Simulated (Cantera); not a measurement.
Input (Python, Cantera) and output of one run.

```python
import numpy as np
import cantera as ct

gas_names = """
    CL CL2 Fe FeCL FeCL2 FeCL3 Fe2CL4 Fe2CL6 H HCL H2
""".split()
cond_names = """
    Fe(a) Fe(c) Fe(d) Fe(L) FeCL2(s) FeCL2(L) FeCL3(s) FeCL3(L)
""".split()


# ... load() reads the species with a 1 bar reference pressure and builds the phases ...
atoms = {
    'FeCl2': {'Fe': 1, 'CL': 2},
    'HCl': {'H': 1, 'CL': 1},
    'H2': {'H': 2},
}
top_T = {}  # K; cautious upper limits of use, not melting points


# ... equilibrate(T, P, feed) seeds the gas with the atoms and calls Mixture.equilibrate('TP', solver="vcs", rtol=1e-11, max_steps=5000) ...
results = []
feed = {'FeCl2': 1, 'HCl': 0.17, 'H2': 2.1}  # mol
for P in [0.1, 0.72, 5.2, 37, 270, 1900, 14000, 100000]:
    for T in [650, 750, 850, 950, 1050, 1150, 1250, 1350, 1450, 1550, 1650, 1750]:
        mix = equilibrate(T, P, feed)
        results.append((T, P, feed, dict(zip(mix.species_names, mix.species_moles))))

for T, P, feed, n in results:
    print(f"{T:7g} {P:10.4g}  " + (" + ".join(c for c in cond_names if n.get(c, 0) > 1e-12) or "gas only"))
```

Result:

```
    650        0.1  Fe(a)
    750        0.1  Fe(a)
    850        0.1  Fe(a)
    950        0.1  Fe(a)
   1050        0.1  Fe(a)
   1150        0.1  Fe(a)
   1250        0.1  Fe(c)
   1350        0.1  Fe(c)
   1450        0.1  Fe(c)
   1550        0.1  gas only
   1650        0.1  gas only
   1750        0.1  gas only
    650       0.72  Fe(a)
    750       0.72  Fe(a)
    850       0.72  Fe(a)
    950       0.72  Fe(a)
   1050       0.72  Fe(a)
   1150       0.72  Fe(a)
   1250       0.72  Fe(c)
   1350       0.72  Fe(c)
   1450       0.72  Fe(c)
   1550       0.72  Fe(c)
   1650       0.72  gas only
   1750       0.72  gas only
    650        5.2  Fe(a) + FeCL2(s)
    750        5.2  Fe(a)
    850        5.2  Fe(a)
    950        5.2  Fe(a)
   1050        5.2  Fe(a)
   1150        5.2  Fe(a)
   1250        5.2  Fe(c)
   1350        5.2  Fe(c)
   1450        5.2  Fe(c)
   1550        5.2  Fe(c)
   1650        5.2  Fe(c)
   1750        5.2  gas only
    650         37  Fe(a) + FeCL2(s)
    750         37  Fe(a)
    850         37  Fe(a)
    950         37  Fe(a)
   1050         37  Fe(a)
   1150         37  Fe(a)
   1250         37  Fe(c)
   1350         37  Fe(c)
   1450         37  Fe(c)
   1550         37  Fe(c)
   1650         37  Fe(c)
   1750         37  Fe(d)
    650        270  FeCL2(s)
    750        270  Fe(a) + FeCL2(s)
    850        270  Fe(a)
    950        270  Fe(a)
   1050        270  Fe(a)
   1150        270  Fe(a)
   1250        270  Fe(c)
   1350        270  Fe(c)
   1450        270  Fe(c)
   1550        270  Fe(c)
   1650        270  Fe(c)
   1750        270  Fe(d)
    650       1900  FeCL2(s)
    750       1900  Fe(a) + FeCL2(s)
    850       1900  Fe(a) + FeCL2(s)
    950       1900  Fe(a)
   1050       1900  Fe(a)
   1150       1900  Fe(a)
   1250       1900  Fe(c)
   1350       1900  Fe(c)
   1450       1900  Fe(c)
   1550       1900  Fe(c)
   1650       1900  Fe(c)
   1750       1900  Fe(d)
    650    1.4e+04  FeCL2(s)
    750    1.4e+04  FeCL2(s)
    850    1.4e+04  Fe(a) + FeCL2(s)
    950    1.4e+04  Fe(a) + FeCL2(s)
   1050    1.4e+04  Fe(a)
   1150    1.4e+04  Fe(a)
   1250    1.4e+04  Fe(c)
   1350    1.4e+04  Fe(c)
   1450    1.4e+04  Fe(c)
   1550    1.4e+04  Fe(c)
   1650    1.4e+04  Fe(c)
   1750    1.4e+04  Fe(d)
    650      1e+05  FeCL2(s)
    750      1e+05  FeCL2(s)
    850      1e+05  Fe(a) + FeCL2(s)
    950      1e+05  Fe(a) + FeCL2(s)
   1050      1e+05  Fe(a) + FeCL2(L)
   1150      1e+05  Fe(a)
   1250      1e+05  Fe(c)
   1350      1e+05  Fe(c)
   1450      1e+05  Fe(c)
   1550      1e+05  Fe(c)
   1650      1e+05  Fe(c)
   1750      1e+05  Fe(d)
```

Equilibrium computed with Cantera from the NASA thermochemical tables; the gas is ideal and each condensed phase is pure. Mutual solubility and eutectic melting of coexisting phases are not modelled.
